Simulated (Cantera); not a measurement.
A closed system holds: 1 mol C6H6, 18 mol H2, equilibrated at 1.33 mbar.

These are equilibrium values from Cantera (NASA tables, ideal gas, pure condensed phases), not measurements of a reactor. Candidate condensed phases: C, C6H6, C7H8, C8H18; 76 gas species. The numbers say what is thermodynamically allowed, not how fast it happens. All values below are at 1950 K.

Base state: H2 0.969, H 0.0309, C2H2 (acetylene) 0.000529 (mole fractions); condensed: C(graphite).

Task: What changes in the equilibrium state with this change: C6H6 replaced by CH3OH?

Result: 
```csv
species,before,after
H2,0.969,0.923
CO,0,0.0469
H,0.0309,0.0302
C2H2 (acetylene),0.000529,2.01e-7
"C(graphite), mol",5.98,0
```
Further candidate phases: H2O.

Task: What changes in the equilibrium state with this change: 0.047 mol H2O added?

Result: 
| species | before | after |
|---|---|---|
| H2 | 0.969 | 0.966 |
| H | 0.0309 | 0.0309 |
| CO | 0 | 0.00219 |
| C2H2 (acetylene) | 0.000529 | 0.000528 |
| C(graphite), mol | 5.98 | 5.93 |
Further candidate phases: H2O.
